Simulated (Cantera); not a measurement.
# Low-pressure radical oxidation in H2/O2

An isothermal, constant-pressure homogeneous reactor starts with H2 : O2 = 0.036 : 1 (molar parts), equivalence ratio 0.018, at 925 K and 0.750 Torr.

Model: GRI-Mech 3.0 (53 species, 325 reactions), integrated in Cantera. Radical loss at walls, strong at low pressure, is not modelled. Below about 950 K walls govern HO2 and H2O2 in real vessels. The temperature is held fixed by assumption; the heat of reaction is taken as removed at once.

```
t (s)         x H2   x O2      x OH       x H     x H2O
--------  --------  -----  --------  --------  --------
1.00e-5     0.0347  0.965    <1e-12    <1e-12    <1e-12
7.40e-5     0.0347  0.965    <1e-12    <1e-12    <1e-12
0.000548    0.0347  0.965    <1e-12  1.34e-12    <1e-12
0.00405     0.0347  0.965  3.49e-12  8.11e-12  2.48e-12
0.0300      0.0347  0.965  2.26e-10  3.08e-10  7.65e-10
0.222      0.00473  0.947   0.00166    0.0108    0.0238
1.64      0.000271  0.951  0.000611   0.00362    0.0327
12.2       2.35e-5  0.964  0.000177   8.90e-5    0.0352
90.0       4.81e-7  0.965   2.59e-5   2.78e-7    0.0353
```
x: mole fraction; the columns are a selection and need not sum to one.

Equilibrium at this temperature and pressure: H2 8.95e-12, O2 0.965, OH 1.16e-7, H <1e-12, H2O 0.0354 (gas phase only).
